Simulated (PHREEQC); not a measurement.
0.013 g of hydrous ferric oxide (600 m²/g; 0.2 weak and 0.005 strong sites per Fe, Dzombak-Morel constants, diffuse double layer) in 1 kg of water with 0.1 mol/kgw of an inert sodium salt and 0.0041 mmol/kgw Na2SeO4, at 25 °C; the pH is set by adding NaOH or the inert anion's acid. Oxygen alone is held at its pressure in air (log pO2 = -0.68). CO2 from the air is kept out. No solid was allowed to form.

Base run: PHREEQC, ion-association model, wateq4f.dat. Each further column changes one thing. The table gives surface potential ψ (mV).

```csv
pH,base,background salt from 0.1 to 0.01 mol/kgw,oxide from 0.013 to 0.065 g/kgw
3,143,188,150
4,138,170,144
5.5,108,121,109
6.5,74,85,74
7.5,29,34,29
8.5,-19,-22,-19
10,-85,-100,-85
11,-120,-143,-120
```

The oxide is taken as insoluble; below pH 4 it would dissolve.
